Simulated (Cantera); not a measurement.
A closed system holds: 1 mol SiCl4, 0.28 mol Cl2, 15 mol N2, held at 10.0 mbar.

Method: chemical equilibrium by Gibbs-energy minimisation in Cantera with the NASA 1993 tables (ideal gas, pure condensed phases). Candidate condensed phases: Si, Si3N4; 13 gas species. The tables' values for SiCl3 are old estimates; treat these amounts as uncertain. The numbers say what is thermodynamically allowed, not how fast it happens.

log p: log10 of the partial pressure in bar; nothing condenses.

```
T (°C)  log p N2  log p SiCl4    log p Cl   log p Cl2  log p SiCl3  log p SiCl2  log p SiCl
------  --------  -----------  ----------  ----------  -----------  -----------  ----------
752        -2.04        -3.21       -5.14       -3.77       -10.16         <-14        <-14
802        -2.04        -3.21       -4.85       -3.78        -9.52         <-14        <-14
852        -2.04        -3.21  (withheld)       -3.80        -8.93   (withheld)        <-14
902        -2.04        -3.21       -4.35       -3.83        -8.39       -12.57        <-14
952        -2.04        -3.21       -4.15       -3.87        -7.88       -11.65        <-14
1002       -2.04        -3.21       -3.97       -3.93        -7.40       -10.78        <-14
1052       -2.04        -3.22       -3.82       -4.02        -6.94        -9.94        <-14
1102       -2.04        -3.22       -3.70       -4.15        -6.50        -9.12        <-14
1152       -2.04        -3.22  (withheld)  (withheld)        -6.07   (withheld)        <-14
1202       -2.04        -3.22       -3.56       -4.50        -5.64        -7.53        <-14
1252       -2.04        -3.22       -3.51       -4.71        -5.23        -6.76      -13.44
1302       -2.04        -3.23       -3.48       -4.91        -4.84        -6.04      -12.21
1352       -2.04        -3.25       -3.44       -5.09        -4.50        -5.39      -11.10
1402       -2.05        -3.28       -3.38       -5.22        -4.22        -4.84      -10.13
```

### Question
Fill in the missing entries.

### Answer

- 1152, log p Cl: -3.62
- 1152, log p Cl2: -4.31
- 1152, log p SiCl2: -8.32
- 852, log p Cl: -4.59
- 852, log p SiCl2: -13.56
